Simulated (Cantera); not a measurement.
Input: 1 mol Si(CH3)4, 1.1 mol C2H2, 1.2 mol H2, held at 2250 K and 75.0 Torr.

Cantera equilibrium calculation (NASA polynomials, part measured and part estimated; ideal gas, pure solids and liquids). Candidate condensed phases: C, C6H6, C7H8, C8H18, Si, SiC; 87 gas species. Gases not in the tables: Si2H6 and higher silanes. Equilibrium is a limit: real reactors are often held back by kinetics, nucleation or transport.

Base state: H2 0.973, H 0.0232, C2H2 (acetylene) 0.00326, Si 0.000738, SiH 9.26e-5, SiC2 8.53e-5, Si2C 5.11e-5, SiH2 4.54e-5 (mole fractions); condensed: C(graphite) + SiC(s).

**Question.** What changes in the equilibrium state with this change: temperature from 2250 K to 1775 K?

**Answer.** 
```json
[
 {"species": "H2", "before": "0.973", "after": "0.999"},
 {"species": "H", "before": "0.0232", "after": "0.000915"},
 {"species": "C2H2 (acetylene)", "before": "0.00326", "after": "0.000142"},
 {"species": "SiH2", "before": "4.54e-5", "after": "5.36e-7"},
 {"species": "SiC2", "before": "8.53e-5", "after": "5.92e-9"},
 {"species": "Si2C", "before": "5.11e-5", "after": "4.37e-9"},
 {"species": "C(graphite), mol", "before": "5.15", "after": "5.20"},
 {"species": "SiC(s), mol", "before": "0.991", "after": "1.000"}
]
```
